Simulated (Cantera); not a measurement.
An adiabatic, constant-volume homogeneous reactor starts with CH4 : C2H6 : C3H8 : O2 : N2 = 1 : 0.083 : 1.2 : 6.38 : 24 (molar parts), equivalence ratio 1.3, at 1750 K and 0.898 atm. Integrator tolerance rtol = 1e-08.

Cantera simulation using GRI-Mech 3.0 (53 species, 325 reactions); the numbers are that mechanism's predictions, not measurements. GRI-Mech 3.0 was tuned for natural gas; its chemistry of propane as a main component is partial and can be far from experiment. Above 3000 K some thermodynamic fits are extrapolated.

Question: What does this change do: initial temperature 1750 to 1725 K?

Answer: 
| quantity | before | after |
|---|---|---|
| time of steepest temperature rise | 18.6 µs | 20.9 µs |
| temperature at 1.00 s | 3024 K | 3018 K |
| equilibrium temperature | 3024 K | 3018 K |
| x(CH4) at 1.00 s | <1e-12 (gas-phase equilibrium <1e-12) | <1e-12 (gas-phase equilibrium <1e-12) |
| x(C2H6) at 1.00 s | <1e-12 (gas-phase equilibrium <1e-12) | <1e-12 (gas-phase equilibrium <1e-12) |
| x(C3H8) at 1.00 s | <1e-12 (gas-phase equilibrium <1e-12) | <1e-12 (gas-phase equilibrium <1e-12) |
| x(H2O2) at 1.00 s | 2.76e-7 (gas-phase equilibrium 2.76e-7) | 2.75e-7 (gas-phase equilibrium 2.75e-7) |
| x(O2) at 1.00 s | 0.00942 (gas-phase equilibrium 0.00942) | 0.00922 (gas-phase equilibrium 0.00922) |

Question: What does this change do: O2 6.38 to 5.1 parts?

Answer: 
| quantity | before | after |
|---|---|---|
| time of steepest temperature rise | 18.6 µs | 22.5 µs |
| temperature at 1.00 s | 3024 K | 2935 K |
| equilibrium temperature | 3024 K | 2935 K |
| x(CH4) at 1.00 s | <1e-12 (gas-phase equilibrium <1e-12) | <1e-12 (gas-phase equilibrium <1e-12) |
| x(C2H6) at 1.00 s | <1e-12 (gas-phase equilibrium <1e-12) | <1e-12 (gas-phase equilibrium <1e-12) |
| x(C3H8) at 1.00 s | <1e-12 (gas-phase equilibrium <1e-12) | <1e-12 (gas-phase equilibrium <1e-12) |
| x(H2O2) at 1.00 s | 2.76e-7 (gas-phase equilibrium 2.76e-7) | 8.83e-8 (gas-phase equilibrium 8.83e-8) |
| x(O2) at 1.00 s | 0.00942 (gas-phase equilibrium 0.00942) | 0.00164 (gas-phase equilibrium 0.00164) |

Question: What does this change do: CH4 1 to 0.55 parts?

Answer: 
```csv
quantity,before,after
time of steepest temperature rise,18.6 µs,17.1 µs
temperature at 1.00 s,3024 K,3014 K
equilibrium temperature,3024 K,3014 K
x(CH4) at 1.00 s,<1e-12 (gas-phase equilibrium <1e-12),<1e-12 (gas-phase equilibrium <1e-12)
x(C2H6) at 1.00 s,<1e-12 (gas-phase equilibrium <1e-12),<1e-12 (gas-phase equilibrium <1e-12)
x(C3H8) at 1.00 s,<1e-12 (gas-phase equilibrium <1e-12),<1e-12 (gas-phase equilibrium <1e-12)
x(H2O2) at 1.00 s,2.76e-7 (gas-phase equilibrium 2.76e-7),3.31e-7 (gas-phase equilibrium 3.31e-7)
x(O2) at 1.00 s,0.00942 (gas-phase equilibrium 0.00942),0.0156 (gas-phase equilibrium 0.0156)
```
